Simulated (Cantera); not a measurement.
A perfectly stirred reactor is fed with C₂H₆ : O₂ : N₂ : CO₂ = 1 : 6.14 : 23.1 : 1.2 (molar parts), equivalence ratio 0.57, at 101000 Pa; it is adiabatic with a 300 K inlet, and is followed from long to short residence time, starting on the burning branch (τ in s: 0.13, 0.053, 0.022, 0.0089, 0.0037, 0.0015, 0.00062, 0.00026, 0.00011, 4.3e-05, 1.8e-05, 7.4e-06).

Model: GRI-Mech 3.0 (53 species, 325 reactions), integrated in Cantera.

Q: What does this change do: inlet temperature 300 to 650 K?

A: 
```tsv
quantity	before	after
blow-out, bracketed by the residence times tried	burning at 1.50 ms, out at 0.620 ms	burning at 0.260 ms, out at 0.110 ms
x(C₂H₆) at τ = 0.130 s	2.46e-6	7.53e-7
x(O₂) at τ = 0.130 s	0.0827	0.0825
x(CO₂) at τ = 0.130 s	0.0997	0.0995
x(HO₂) at τ = 0.130 s	2.78e-6	1.33e-6
x(HCN) at τ = 0.130 s	1.56e-9	4.75e-9
x(C₂H₆) at τ = 0.620 ms	0.0318	3.80e-5
x(O₂) at τ = 0.620 ms	0.195	0.0866
x(CO₂) at τ = 0.620 ms	0.0382	0.0876
x(HO₂) at τ = 0.620 ms	<1e-12	2.08e-5
x(HCN) at τ = 0.620 ms	<1e-12	3.50e-8
```

Q: What does this change do: inlet temperature 300 to 475 K?

A: 
```
quantity                                                                       before                                 after
------------------------------------------------  -----------------------------------  ------------------------------------
blow-out, bracketed by the residence times tried  burning at 1.50 ms, out at 0.620 ms  burning at 0.620 ms, out at 0.260 ms
x(C₂H₆) at τ = 0.130 s                                                        2.46e-6                               1.38e-6
x(O₂) at τ = 0.130 s                                                           0.0827                                0.0826
x(CO₂) at τ = 0.130 s                                                          0.0997                                0.0997
x(HO₂) at τ = 0.130 s                                                         2.78e-6                               1.74e-6
x(HCN) at τ = 0.130 s                                                         1.56e-9                               2.30e-9
x(C₂H₆) at τ = 0.620 ms                                                        0.0318                               6.94e-5
x(O₂) at τ = 0.620 ms                                                           0.195                                0.0881
x(CO₂) at τ = 0.620 ms                                                         0.0382                                0.0865
x(HO₂) at τ = 0.620 ms                                                         <1e-12                               3.25e-5
x(HCN) at τ = 0.620 ms                                                         <1e-12                               3.18e-8
```
